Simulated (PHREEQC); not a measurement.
Make-up at 23 °C: 0.012 mol NaH2PO4, 4.6e-05 mol HNO3 and 1.8e-05 mol H4SiO4 per kg of water. Closed to the air; pH follows from the charge balance.

All values are PHREEQC results (ion-association model, phreeqc.dat), not measurements.

Q: The ionic strength comes out as 0.0121 mol/kgw. What activity coefficients do NO3-, H+, Na+, HPO4-2, H2PO4- get?

A: NO3- 0.89, H+ 0.91, Na+ 0.90, HPO4-2 0.65, H2PO4- 0.90.

No solid was allowed to form.
